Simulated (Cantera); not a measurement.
**N2O furnace oxynitridation**

An isothermal, constant-pressure homogeneous reactor starts with N2O : H2O = 1 : 0.013 (molar parts), at 1525 K and 1.01 bar.

Computed with Cantera and GRI-Mech 3.0 (53 species, 325 reactions). GRI-Mech 3.0 was tuned for natural gas; its chemistry of N2O as a main component is partial and can be far from experiment. The temperature is held fixed by assumption; the heat of reaction is taken as removed at once.

```
t (s)        x N2O    x H2O      x O2    x HO2      x H      x OH     x N2
--------  --------  -------  --------  -------  -------  --------  -------
3.00e-5      0.984   0.0128  0.000773  7.42e-6  6.24e-8   4.66e-5  0.00194
7.15e-5      0.979   0.0127   0.00194  1.72e-5  1.23e-7   8.83e-5  0.00472
0.000170     0.968   0.0127   0.00475  1.66e-5  1.62e-7  0.000123   0.0114
0.000405     0.942   0.0126    0.0113  1.18e-5  1.77e-7  0.000141   0.0268
0.000965     0.883   0.0123    0.0261  7.46e-6  1.84e-7  0.000155   0.0612
0.00230      0.764   0.0118    0.0567  4.05e-6  1.94e-7  0.000163    0.132
0.00548      0.556   0.0109     0.110  1.94e-6  2.06e-7  0.000160    0.255
0.0130       0.291  0.00977     0.181  8.77e-7  2.00e-7  0.000142    0.414
0.0311      0.0872  0.00892     0.238  3.99e-7  1.18e-7  0.000105    0.540
0.0740      0.0107  0.00861     0.262  1.61e-7  2.04e-8   5.31e-5    0.589
0.176     0.000166  0.00858     0.266  8.30e-8  5.17e-9   3.07e-5    0.597
0.420      5.29e-6  0.00858     0.266  8.12e-8  4.96e-9   3.01e-5    0.597
1.00       5.26e-6  0.00858     0.266  8.13e-8  4.96e-9   3.01e-5    0.597
```
x: mole fraction; the columns are a selection and need not sum to one.

Equilibrium at this temperature and pressure: N2O 8.92e-8, H2O 0.00858, O2 0.330, HO2 9.53e-8, H 4.69e-9, OH 3.18e-5, N2 0.660 (gas phase only).
